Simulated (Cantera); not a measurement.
Input: 1 mol borazine, 0.24 mol O2, equilibrated at 2325 K and 14.3 Torr.

Equilibrium computed with Cantera from the NASA thermochemical tables; the gas is ideal and each condensed phase is pure. Candidate condensed phases: B, BN, B2O3, B3O3H3, H2O; 39 gas species. The feed counts by its element totals alone. The tables' values for BH2 are old estimates; treat these amounts as uncertain. Equilibrium is a limit: real reactors are often held back by kinetics, nucleation or transport.

Base state: H2 0.549, N2 0.299, H 0.0591, BO 0.0459, HBO 0.0387, B2O2 0.00490, B2O 0.00136, BH2 0.00127 (mole fractions); condensed: B(s).

Question: What changes in the equilibrium state with this change: O2 from 0.24 to 0.11 mol?

Answer: 
| species | before | after |
|---|---|---|
| H2 | 0.549 | 0.581 |
| N2 | 0.299 | 0.311 |
| H | 0.0591 | 0.0608 |
| BO | 0.0459 | 0.0228 |
| HBO | 0.0387 | 0.0198 |
| B2O3 | 1.69e-5 | 2.07e-6 |
| B2O2 | 0.00490 | 0.00121 |
| HBO2 | 2.15e-5 | 5.46e-6 |
| B(s), mol | 2.50 | 2.77 |

Question: What changes in the equilibrium state with this change: temperature from 2325 K to 1423.15 K?

Answer: 
| species | before | after |
|---|---|---|
| H2 | 0.549 | 0.946 |
| N2 | 0.299 | 0.0501 |
| HBO2 | 2.15e-5 | 0.00234 |
| H | 0.0591 | 4.70e-5 |
| BO | 0.0459 | 1.42e-6 |
| HBO | 0.0387 | 0.000977 |
| B2O | 0.00136 | <1e-9 |
| B | 0.000727 | <1e-9 |
| BH2 | 0.00127 | 3.28e-9 |
| BH | 6.08e-5 | <1e-9 |
| BN | 2.89e-5 | <1e-9 |
| B(s), mol | 2.50 | 0 |
| BN(s), mol | 0 | 2.68 |
| B2O3(l), mol | 0 | 0.153 |
Mutual solubility and eutectic melting of coexisting phases are not modelled.
